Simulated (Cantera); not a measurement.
What does this Cantera script print?

```python
import numpy as np
import cantera as ct

gas_names = """
    CL CLO CL2 H HCL HOCL HO2 H2 H2O H2O2 O OH O2 O3 Sr SrCL SrCL2 SrO SrOH SrO2H2
""".split()
cond_names = """
    H2O(s) H2O(L) Sr(a) Sr(b) Sr(L) SrCL2(a) SrCL2(b) SrCL2(L) SrO(s) SrO(L) SrO2H2(s) SrO2H2(L)
""".split()


# ... load() reads the species with a 1 bar reference pressure and builds the phases ...
atoms = {
    'SrCl2': {'Sr': 1, 'CL': 2},
    'H2O': {'H': 2, 'O': 1},
    'H2': {'H': 2},
}
top_T = {}  # K; cautious upper limits of use, not melting points


# ... equilibrate(T, P, feed) seeds the gas with the atoms and calls Mixture.equilibrate('TP', solver="vcs", rtol=1e-11, max_steps=5000) ...
results = []
feed = {'SrCl2': 1, 'H2O': 1.8, 'H2': 260}  # mol
T = 1323.15  # K
P = 1000  # Pa
mix = equilibrate(T, P, feed)
results.append((T, P, feed, dict(zip(mix.species_names, mix.species_moles))))
x = sorted(zip(gas.X, gas.species_names), reverse=True)
print(f"T = {T:g} K  P = {P:g} Pa  gas = {mix.phase_moles(0):.4g} mol")
print("   x: " + "  ".join(f"{s} {v:.3e}" for v, s in x if v > 1e-06))
print("   condensed (mol): " + ("  ".join(f"{mix.phase(i).name} {mix.phase_moles(i):.4g}"
      for i in range(1, mix.n_phases) if mix.phase_moles(i) > 1e-12) or "none"))
```

Output:

```
T = 1323.15 K  P = 1000 Pa  gas = 262.5 mol
   x: H2 9.905e-01  H2O 6.235e-03  SrCL2 1.976e-03  HCL 1.246e-03  H 1.582e-05
   condensed (mol): SrCL2(L) 0.3177  SrO(s) 0.1634
```

Equilibrium computed with Cantera from the NASA thermochemical tables; the gas is ideal and each condensed phase is pure. Mutual solubility and eutectic melting of coexisting phases are not modelled. Condensed phases not in the tables: oxide chlorides.
